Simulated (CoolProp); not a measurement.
Saturation properties of octamethylcyclotetrasiloxane (D4) (Tc = 586.5 K, pc = 13.47 bar, ω = 0.598).

The numbers come from the reference Helmholtz-energy equation of state, Thol 2015 in CoolProp.

```tsv
T (K)	p (bar)	vapour density (kg/m³)	enthalpy of vaporisation (kJ/kg)	liquid cp (kJ/(kg K))
355.4	0.04006	0.4048	164.9	1.778
366.3	0.06546	0.6438	161.1	1.801
377.2	0.1030	0.9882	[?]	1.825
388.1	0.1568	[?]	153.4	1.849
399	0.2316	2.126	149.5	1.875
409.9	0.3329	2.998	145.6	1.900
420.8	0.4668	[?]	[?]	1.926
431.7	0.6404	5.600	137.5	1.953
442.6	0.8612	7.450	133.4	1.980
453.4	1.135	9.741	129.1	2.008
464.3	1.474	12.60	124.6	[?]
475.2	1.888	16.13	119.9	2.067
486.1	2.385	20.45	115.0	2.098
```

Task: Some entries are withheld; supply them.

Result: 
- 377.2, enthalpy of vaporisation (kJ/kg): 157.2
- 388.1, vapour density (kg/m³): 1.470
- 420.8, vapour density (kg/m³): 4.138
- 420.8, enthalpy of vaporisation (kJ/kg): 141.6
- 464.3, liquid cp (kJ/(kg K)): 2.037

It boils at 448.9 K under 1 atm.
